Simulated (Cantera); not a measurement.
Standard-state values (1 bar) from the NASA 1993 polynomials, evaluated with Cantera. Values are per mole of reaction as written; species without (g) are pure solids or liquids, kept so even where they would boil at 1 bar.

PbS(g) → S + Pb(g)

| T (K) | ΔH° (kJ) | ΔS° (J/K) | ΔG° (kJ) | log10 K | condensed phases |
|---|---|---|---|---|---|
| 300 | [?] | [?] | [?] | [?] | S(s) |
| 450 | [?] | [?] | [?] | [?] | S(l) |
| 550 | 70.1 | -28.0 | 85.5 | -8.12 | S(l) |
| 650 | 72.1 | -24.7 | 88.1 | -7.08 | S(l) |
| 750 | 73.5 | -22.6 | 90.5 | -6.30 | S(l) |
| 850 | 75.0 | -20.8 | 92.7 | -5.70 | S(l) |
| 950 | [?] | [?] | [?] | [?] | S(l) |
| 1050 | 78.3 | -17.3 | 96.5 | -4.80 | S(l) |

### Question
Complete the blanks.

### Answer

- 300, ΔH° (kJ): 63.4
- 300, ΔS° (J/K): -43.9
- 300, ΔG° (kJ): 76.6
- 300, log10 K: -13.34
- 450, ΔH° (kJ): 67.7
- 450, ΔS° (J/K): -32.9
- 450, ΔG° (kJ): 82.5
- 450, log10 K: -9.57
- 950, ΔH° (kJ): 76.7
- 950, ΔS° (J/K): -18.9
- 950, ΔG° (kJ): 94.7
- 950, log10 K: -5.20
